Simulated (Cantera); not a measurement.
Thermodynamics of silicon oxide and oxynitride deposition, feed SiH2Cl2 + N2O

Input: 1 mol SiH2Cl2, a varied amount of N2O, held at 1402 °C and 750 Torr.

These are equilibrium values from Cantera (NASA tables, ideal gas, pure condensed phases), not measurements of a reactor. Candidate condensed phases: H2O, NH4Cl, Si, SiO2, Si2N2O, Si3N4; 47 gas species. The tables hold silica as quartz up to 1696 K and as liquid above; real silica turns to tridymite and cristobalite and melts near 1996 K. Gases not in the tables: Si(OH)4. The numbers say what is thermodynamically allowed, not how fast it happens.

```csv
n(N2O) (mol),log p N2,log p HCl,log p O2,log p H2O,log p Cl,log p Cl2,log p NO,log p ClO,n SiO2(β-quartz)
2.8,-0.27,-0.48,-1.21,-1.54,-1.65,-1.75,-2.93,-3.95,1.00
3.7,-0.25,-0.60,-0.94,-1.58,-1.68,-1.80,-2.78,-3.84,1.00
4.8,-0.23,-0.70,-0.80,-1.64,-1.72,-1.88,-2.71,-3.81,1.00
6.2,-0.22,-0.81,-0.71,-1.72,-1.76,-1.98,-2.66,-3.82,1.00
8.1,-0.21,-0.92,-0.65,-1.80,-1.82,-2.09,-2.62,-3.84,1.00
11,-0.20,-1.05,-0.60,-1.90,-1.89,-2.22,-2.59,-3.88,1.00
14,-0.20,-1.15,-0.58,-1.99,-1.94,-2.34,-2.58,-3.93,1.00
18,-0.19,-1.26,-0.55,-2.07,-2.00,-2.46,-2.56,-3.98,1.00
24,-0.19,-1.39,-0.53,-2.17,-2.08,-2.60,-2.55,-4.04,1.00
```
log p: log10 of the partial pressure in bar; n: condensed amount in mol.

From 2.8 mol N2O to 24 mol N2O the condensed part is SiO2(β-quartz).
